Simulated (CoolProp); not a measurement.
Properties of toluene along the isobar 11.8 MPa (Tc = 591.7 K, pc = 4.126 MPa, ω = 0.266).

Values from CoolProp's reference Helmholtz-energy equation of state, Lemmon 2006. It is a short technical equation, of lower accuracy than the large ones.

```json
[
 {"T (K)": "338.6", "phase": "liquid", "cp (kJ/(kg K))": "1.821", "expansivity (1/kK)": "1.070"},
 {"T (K)": "344.4", "phase": "liquid", "cp (kJ/(kg K))": "1.841", "expansivity (1/kK)": "1.080"},
 {"T (K)": "350.3", "phase": "liquid", "cp (kJ/(kg K))": "?", "expansivity (1/kK)": "1.091"},
 {"T (K)": "356.1", "phase": "liquid", "cp (kJ/(kg K))": "1.880", "expansivity (1/kK)": "1.102"},
 {"T (K)": "362", "phase": "liquid", "cp (kJ/(kg K))": "1.900", "expansivity (1/kK)": "1.115"},
 {"T (K)": "367.8", "phase": "liquid", "cp (kJ/(kg K))": "?", "expansivity (1/kK)": "?"},
 {"T (K)": "373.7", "phase": "liquid", "cp (kJ/(kg K))": "1.941", "expansivity (1/kK)": "1.141"},
 {"T (K)": "379.6", "phase": "liquid", "cp (kJ/(kg K))": "1.961", "expansivity (1/kK)": "1.155"},
 {"T (K)": "385.4", "phase": "liquid", "cp (kJ/(kg K))": "1.981", "expansivity (1/kK)": "1.169"},
 {"T (K)": "391.3", "phase": "liquid", "cp (kJ/(kg K))": "2.001", "expansivity (1/kK)": "1.185"},
 {"T (K)": "397.1", "phase": "liquid", "cp (kJ/(kg K))": "2.022", "expansivity (1/kK)": "1.201"},
 {"T (K)": "403", "phase": "liquid", "cp (kJ/(kg K))": "2.042", "expansivity (1/kK)": "1.218"},
 {"T (K)": "408.8", "phase": "liquid", "cp (kJ/(kg K))": "2.062", "expansivity (1/kK)": "1.236"}
]
```

Fill in the missing entries.


- 350.3, cp (kJ/(kg K)): 1.860
- 367.8, cp (kJ/(kg K)): 1.920
- 367.8, expansivity (1/kK): 1.127
